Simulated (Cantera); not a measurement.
Feed: 1 mol CH3Cl, 0.22 mol H2, equilibrated at 2927 °C and 68.0 mbar.

Cantera equilibrium calculation (NASA polynomials, part measured and part estimated; ideal gas, pure solids and liquids). Candidate condensed phases: C, C6H6, C7H8, C8H18; 91 gas species. The tables' values for CCl are old estimates; treat these amounts as uncertain. Rates play no part.

Base state: H 0.459, H2 0.181, Cl 0.179, HCl 0.105, C3 0.0337, C2H2 (acetylene) 0.0194, C2H 0.0110, C 0.00443 (mole fractions); condensed: C(graphite).

What changes in the equilibrium state with this change: H2 from 0.22 to 4.9 mol?


| species | before | after |
|---|---|---|
| H | 0.459 | 0.576 |
| H2 | 0.181 | 0.286 |
| Cl | 0.179 | 0.0552 |
| C3 | 0.0337 | 0.0129 |
| HCl | 0.105 | 0.0407 |
| C2H | 0.0110 | 0.00731 |
| C2H2 (acetylene) | 0.0194 | 0.0161 |
| Cl2 | 1.25e-5 | 1.19e-6 |
| C5 | 0.00109 | 0.000220 |
| C2HCl | 0.000312 | 6.36e-5 |
| CCl | 3.08e-5 | 6.89e-6 |
| C6H2 | 4.14e-5 | 9.58e-6 |
| C(graphite), mol | 0.352 | 0 |
